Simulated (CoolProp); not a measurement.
Properties of carbon monoxide along the isobar 11.8 MPa.

Values from CoolProp's reference Helmholtz-energy equation of state, Lemmon 2006. It is a short technical equation, of lower accuracy than the large ones.

| T (°C) | phase | Z | expansivity (1/kK) | fugacity coefficient |
|---|---|---|---|---|
| -155.05 | liquid | 0.5036 | 7.009 | 0.1750 |
| -135.15 | supercritical | 0.5095 | 10.14 | (withheld) |
| -115.25 | supercritical | 0.5706 | 14.76 | 0.5102 |
| -95.25 | supercritical | (withheld) | 14.43 | (withheld) |
| -75.35 | supercritical | 0.7928 | 10.71 | (withheld) |
| -55.45 | supercritical | 0.8671 | 8.133 | 0.8314 |
| -35.45 | supercritical | (withheld) | 6.522 | 0.8858 |
| -15.55 | supercritical | 0.9542 | (withheld) | 0.9259 |
| 4.35 | supercritical | 0.9799 | 4.724 | 0.9559 |
| 24.35 | supercritical | 0.9987 | 4.171 | 0.9787 |
| 44.25 | supercritical | 1.013 | 3.748 | 0.9961 |
| 64.15 | supercritical | 1.023 | 3.411 | 1.009 |
| 84.05 | supercritical | 1.031 | 3.135 | 1.020 |

What belongs in the gaps?


- -135.15, fugacity coefficient: 0.3383
- -95.25, Z: 0.6869
- -95.25, fugacity coefficient: 0.6532
- -75.35, fugacity coefficient: 0.7569
- -35.45, Z: 0.9184
- -15.55, expansivity (1/kK): 5.466
